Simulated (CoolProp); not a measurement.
A simple Rankine cycle with trans-2-butene: condensing at 327.15 K, boiler at 1.22 MPa, turbine inlet 364.7 K, turbine efficiency 0.8, pump efficiency 0.6, no recuperator. Each further row changes one setting.

The numbers come from the reference Helmholtz-energy equation of state, Lemmon 2005 in CoolProp. It is a short technical equation, of lower accuracy than the large ones.

| case | thermal efficiency (%) | net work (kJ/kg) | heat in (kJ/kg) | turbine exit temperature (K) | volume ratio over the turbine |
|---|---|---|---|---|---|
| as stated | 6.7 | [?] | 392 | 336.4 | 2.39 |
| turbine inlet 384.7 K | 6.7 | [?] | 436 | 358.1 | 2.34 |
| condensing temperature 319.15 K | 8.1 | 33.4 | 412 | 330.2 | 2.96 |
| boiler pressure 0.854 MPa | 4.0 | 16.4 | 408 | 350.0 | 1.61 |
| turbine efficiency 0.7 | 5.8 | [?] | 392 | 338.3 | [?] |

Task: What belongs in the gaps?

Result: 
- as stated, net work (kJ/kg): 26.3
- turbine inlet 384.7 K, net work (kJ/kg): 29.3
- turbine efficiency 0.7, net work (kJ/kg): 22.8
- turbine efficiency 0.7, volume ratio over the turbine: 2.41
